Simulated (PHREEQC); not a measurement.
Dissolve 0.0013 mol/kgw SrCl2 at 25 °C. Closed to the air; pH follows from the charge balance.

Equilibrium calculation in PHREEQC: ion-association model, phreeqc.dat.

No solid was allowed to form.

Question: What specific conductance does the model give?

Answer: specific conductance 330 µS/cm.
